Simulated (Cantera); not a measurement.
Cantera run:

```python
import numpy as np
import cantera as ct

gas_names = """
    Ca CaF CaF2 CaO CaOH CaO2H2 Ca2 F FO FO2 F2 F2O H HF HOF HO2 H2 H2F2 H2O H2O2 H3F3 H4F4 H5F5 H6F6
    H7F7 O OH O2 O3
""".split()
cond_names = """
    Ca(a) Ca(b) Ca(L) CaF2(a) CaF2(b) CaF2(L) CaO(s) CaO(L) CaO2H2(s) H2O(s) H2O(L)
""".split()


# ... load() reads the species with a 1 bar reference pressure and builds the phases ...
atoms = {
    'CaO': {'Ca': 1, 'O': 1},
    'HF': {'H': 1, 'F': 1},
    'H2': {'H': 2},
}
top_T = {}  # K; cautious upper limits of use, not melting points


# ... equilibrate(T, P, feed) seeds the gas with the atoms and calls Mixture.equilibrate('TP', solver="gibbs", rtol=1e-10, max_steps=50000) ...
results = []
P = 59  # Pa
for T in [1400, 1425, 1450, 1475, 1500, 1525, 1550, 1575, 1600, 1625, 1650]:
    for m in [1.3, 2, 3, 4.4, 6.6, 9.9, 15, 22, 33]:
        feed = {'CaO': 1, 'HF': m, 'H2': 0.6}  # mol
        mix = equilibrate(T, P, feed)
        results.append((T, P, feed, dict(zip(mix.species_names, mix.species_moles))))

for T, P, feed, n in results:
    print(f"{T:7g} {feed['HF']:10.4g}  " + (" + ".join(c for c in cond_names if n.get(c, 0) > 1e-12) or "gas only"))
```

Result:

```
   1400        1.3  CaF2(a) + CaO(s)
   1400          2  CaF2(a) + CaO(s)
   1400          3  CaF2(a)
   1400        4.4  CaF2(a)
   1400        6.6  CaF2(a)
   1400        9.9  CaF2(a)
   1400         15  CaF2(a)
   1400         22  CaF2(a)
   1400         33  CaF2(a)
   1425        1.3  CaF2(b) + CaO(s)
   1425          2  CaF2(b) + CaO(s)
   1425          3  CaF2(b)
   1425        4.4  CaF2(b)
   1425        6.6  CaF2(b)
   1425        9.9  CaF2(b)
   1425         15  CaF2(b)
   1425         22  CaF2(b)
   1425         33  CaF2(b)
   1450        1.3  CaF2(b) + CaO(s)
   1450          2  CaF2(b) + CaO(s)
   1450          3  CaF2(b)
   1450        4.4  CaF2(b)
   1450        6.6  CaF2(b)
   1450        9.9  CaF2(b)
   1450         15  CaF2(b)
   1450         22  CaF2(b)
   1450         33  CaF2(b)
   1475        1.3  CaF2(b) + CaO(s)
   1475          2  CaF2(b) + CaO(s)
   1475          3  CaF2(b)
   1475        4.4  CaF2(b)
   1475        6.6  CaF2(b)
   1475        9.9  CaF2(b)
   1475         15  CaF2(b)
   1475         22  CaF2(b)
   1475         33  CaF2(b)
   1500        1.3  CaF2(b) + CaO(s)
   1500          2  CaF2(b) + CaO(s)
   1500          3  CaF2(b) + CaO(s)
   1500        4.4  CaF2(b)
   1500        6.6  CaF2(b)
   1500        9.9  CaF2(b)
   1500         15  CaF2(b)
   1500         22  CaF2(b)
   1500         33  CaF2(b)
   1525        1.3  CaF2(b) + CaO(s)
   1525          2  CaF2(b) + CaO(s)
   1525          3  CaF2(b) + CaO(s)
   1525        4.4  CaF2(b)
   1525        6.6  CaF2(b)
   1525        9.9  CaF2(b)
   1525         15  CaF2(b)
   1525         22  CaF2(b)
   1525         33  CaF2(b)
   1550        1.3  CaF2(b) + CaO(s)
   1550          2  CaF2(b) + CaO(s)
   1550          3  CaF2(b) + CaO(s)
   1550        4.4  CaF2(b)
   1550        6.6  CaF2(b)
   1550        9.9  CaF2(b)
   1550         15  CaF2(b)
   1550         22  CaF2(b)
   1550         33  CaF2(b)
   1575        1.3  CaF2(b) + CaO(s)
   1575          2  CaF2(b) + CaO(s)
   1575          3  CaF2(b) + CaO(s)
   1575        4.4  CaF2(b)
   1575        6.6  CaF2(b)
   1575        9.9  CaF2(b)
   1575         15  CaF2(b)
   1575         22  CaF2(b)
   1575         33  CaF2(b)
   1600        1.3  CaF2(b) + CaO(s)
   1600          2  CaF2(b) + CaO(s)
   1600          3  CaF2(b) + CaO(s)
   1600        4.4  CaF2(b) + CaO(s)
   1600        6.6  CaF2(b)
   1600        9.9  CaF2(b)
   1600         15  CaF2(b)
   1600         22  CaF2(b)
   1600         33  CaF2(b)
   1625        1.3  CaF2(b) + CaO(s)
   1625          2  CaF2(b) + CaO(s)
   1625          3  CaF2(b) + CaO(s)
   1625        4.4  CaF2(b) + CaO(s)
   1625        6.6  CaF2(b)
   1625        9.9  CaF2(b)
   1625         15  CaF2(b)
   1625         22  CaF2(b)
   1625         33  gas only
   1650        1.3  CaF2(b) + CaO(s)
   1650          2  CaF2(b) + CaO(s)
   1650          3  CaF2(b) + CaO(s)
   1650        4.4  CaF2(b) + CaO(s)
   1650        6.6  CaF2(b)
   1650        9.9  CaF2(b)
   1650         15  gas only
   1650         22  gas only
   1650         33  gas only
```

These are equilibrium values from Cantera (NASA tables, ideal gas, pure condensed phases), not measurements of a reactor. Mutual solubility and eutectic melting of coexisting phases are not modelled.
